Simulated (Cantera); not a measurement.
Stirred combustor or abatement burner

A perfectly stirred reactor is fed with 18.7 % H₂, 16.1 % O₂, 60.5 % N₂, 4.67 % H₂O, equivalence ratio 0.58, at 41000 Pa; it is adiabatic with a 450 K inlet, and is followed from long to short residence time, starting on the burning branch (τ in s: 0.041, 0.022, 0.012, 0.0064, 0.0034, 0.0019, 0.001, 0.00054, 0.00029, 0.00016, 8.5e-05, 4.6e-05).

Cantera simulation using the H2/O2 subset of GRI-Mech 3.0, which has no nitrogen chemistry; the numbers are that mechanism's predictions, not measurements.

```json
[
 {"τ (s)": "0.041", "T (K)": "1818", "x H₂": "0.00132", "x O₂": "0.0737", "x H₂O": "0.253", "x H₂O₂": "1.56e-7", "x HO₂": "3.12e-6"},
 {"τ (s)": "0.022", "T (K)": "1805", "x H₂": "0.00196", "x O₂": "0.0736", "x H₂O": "0.252", "x H₂O₂": "2.01e-7", "x HO₂": "4.34e-6"},
 {"τ (s)": "0.012", "T (K)": "1788", "x H₂": "0.00285", "x O₂": "0.0736", "x H₂O": "0.250", "x H₂O₂": "2.58e-7", "x HO₂": "5.96e-6"},
 {"τ (s)": "0.0064", "T (K)": "1764", "x H₂": "0.00414", "x O₂": "0.0736", "x H₂O": "0.247", "x H₂O₂": "3.39e-7", "x HO₂": "8.15e-6"},
 {"τ (s)": "0.0034", "T (K)": "1729", "x H₂": "0.00588", "x O₂": "0.0739", "x H₂O": "0.244", "x H₂O₂": "4.57e-7", "x HO₂": "1.09e-5"},
 {"τ (s)": "0.0019", "T (K)": "1686", "x H₂": "0.00790", "x O₂": "0.0744", "x H₂O": "0.240", "x H₂O₂": "6.24e-7", "x HO₂": "1.39e-5"},
 {"τ (s)": "0.0010", "T (K)": "1626", "x H₂": "0.0106", "x O₂": "0.0753", "x H₂O": "0.234", "x H₂O₂": "9.25e-7", "x HO₂": "1.76e-5"},
 {"τ (s)": "0.00054", "T (K)": "1553", "x H₂": "0.0137", "x O₂": "0.0768", "x H₂O": "0.227", "x H₂O₂": "1.42e-6", "x HO₂": "2.17e-5"},
 {"τ (s)": "0.00029", "T (K)": "1466", "x H₂": "0.0177", "x O₂": "0.0793", "x H₂O": "0.219", "x H₂O₂": "2.26e-6", "x HO₂": "2.67e-5"},
 {"τ (s)": "0.00016", "T (K)": "1368", "x H₂": "0.0240", "x O₂": "0.0834", "x H₂O": "0.209", "x H₂O₂": "3.40e-6", "x HO₂": "3.30e-5"},
 {"τ (s)": "8.5e-5", "T (K)": "1227", "x H₂": "0.0426", "x O₂": "0.0943", "x H₂O": "0.187", "x H₂O₂": "4.54e-6", "x HO₂": "4.56e-5"},
 {"τ (s)": "4.6e-5", "T (K)": "450", "x H₂": "0.187", "x O₂": "0.161", "x H₂O": "0.0467", "x H₂O₂": "<1e-12", "x HO₂": "<1e-12"}
]
```
x: mole fraction; the columns are a selection and need not sum to one.
